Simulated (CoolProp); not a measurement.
Vapour-liquid equilibrium of n-pentane (1) + benzene (2) at 0.276 MPa; x and y are mole fractions of (1).

The numbers come from the multi-fluid Helmholtz-energy mixture model, Thol 2019 and Thol 2012; pair parameters Bell 2016 in CoolProp.

| x | bubble temperature (K) | y at the bubble point | dew temperature at overall composition x (K) | liquid density (mol/L) |
|---|---|---|---|---|
| 0.05 | 383.2 | ? | 388.0 | 9.811 |
| 0.15 | 373.4 | 0.417 | ? | 9.650 |
| 0.25 | ? | 0.561 | ? | 9.458 |
| 0.35 | 361.3 | 0.658 | 376.4 | 9.252 |
| 0.45 | 357.2 | 0.731 | ? | 9.042 |
| 0.55 | 353.8 | 0.790 | ? | 8.832 |
| 0.65 | 350.8 | ? | 361.8 | 8.627 |
| 0.75 | 348.1 | 0.888 | 356.1 | 8.428 |
| 0.85 | 345.6 | 0.933 | 350.3 | ? |
| 0.95 | 343.3 | 0.978 | 344.7 | 8.052 |

Question: What belongs in the gaps?

Answer: 
- 0.05, y at the bubble point: 0.181
- 0.15, dew temperature at overall composition x (K): 384.4
- 0.25, bubble temperature (K): 366.5
- 0.25, dew temperature at overall composition x (K): 380.5
- 0.45, dew temperature at overall composition x (K): 371.9
- 0.55, dew temperature at overall composition x (K): 367.0
- 0.65, y at the bubble point: 0.841
- 0.85, liquid density (mol/L): 8.236

No azeotrope shows between x = 0.05 and 0.95.

Pair parameters are fitted to limited data, so mixtures are less certain than the pure fluids.
